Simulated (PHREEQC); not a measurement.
Brine

Dissolve 0.014 mol/kgw Na2SO4 and 0.096 mol/kgw NaCl at 25 °C and 50 atm. Closed to the air; pH follows from the charge balance.

Computed with PHREEQC (ion-association model, phreeqc.dat).

Each row changes one thing in this solution. This is a speciation only: nothing precipitates in the calculation.

```tsv
case	pH	ionic strength (mol/kgw)	SI of Halite (NaCl)
as made	7.04	0.133	-3.75
0.019 mol/kgw Na2HPO4 added	9.12	0.187	-3.66
Na2SO4 left out	6.97	0.0960	-3.83
Na2SO4 from 0.014 to 0.007 mol/kgw	7.01	0.115	-3.79
diluted 2-fold with water	7.02	0.0674	-4.30
NaCl from 0.096 to 0.106 mol/kgw	7.04	0.143	-3.68
```

Complexes and solids missing from the database can't appear. Under pressure, the constants of complexes without a molar volume in the database are unreliable.
